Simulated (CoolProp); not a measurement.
Saturation properties of R141b (Tc = 204.4 °C, pc = 4212 kPa, ω = 0.220).

Model: reference Helmholtz-energy equation of state, Lemmon 2006, in CoolProp. It is a short technical equation, of lower accuracy than the large ones.

```json
[
 {"T (°C)": "0.15", "p (kPa)": "28.29", "liquid cp (kJ/(kg K))": "1.125", "surface tension (mN/m)": "21.3"},
 {"T (°C)": "8.15", "p (kPa)": "…", "liquid cp (kJ/(kg K))": "1.133", "surface tension (mN/m)": "20.3"},
 {"T (°C)": "16.05", "p (kPa)": "55.69", "liquid cp (kJ/(kg K))": "1.142", "surface tension (mN/m)": "19.3"},
 {"T (°C)": "24.05", "p (kPa)": "…", "liquid cp (kJ/(kg K))": "1.153", "surface tension (mN/m)": "18.3"},
 {"T (°C)": "31.95", "p (kPa)": "101.0", "liquid cp (kJ/(kg K))": "1.163", "surface tension (mN/m)": "17.3"},
 {"T (°C)": "39.85", "p (kPa)": "132.2", "liquid cp (kJ/(kg K))": "1.175", "surface tension (mN/m)": "16.4"},
 {"T (°C)": "47.85", "p (kPa)": "171.1", "liquid cp (kJ/(kg K))": "1.188", "surface tension (mN/m)": "…"},
 {"T (°C)": "55.75", "p (kPa)": "217.5", "liquid cp (kJ/(kg K))": "1.201", "surface tension (mN/m)": "14.5"},
 {"T (°C)": "63.75", "p (kPa)": "273.8", "liquid cp (kJ/(kg K))": "1.216", "surface tension (mN/m)": "13.5"},
 {"T (°C)": "71.65", "p (kPa)": "339.7", "liquid cp (kJ/(kg K))": "1.232", "surface tension (mN/m)": "12.6"},
 {"T (°C)": "79.65", "p (kPa)": "417.9", "liquid cp (kJ/(kg K))": "1.249", "surface tension (mN/m)": "…"},
 {"T (°C)": "87.55", "p (kPa)": "507.6", "liquid cp (kJ/(kg K))": "1.267", "surface tension (mN/m)": "…"}
]
```

Problem. What belongs in the gaps?

Solution. 
- 8.15, p (kPa): 40.23
- 24.05, p (kPa): 75.84
- 47.85, surface tension (mN/m): 15.4
- 79.65, surface tension (mN/m): 11.7
- 87.55, surface tension (mN/m): 10.8

It boils at 32.0 °C under 1 atm.

Surface tension comes from a separate correlation (Mulero 2012).
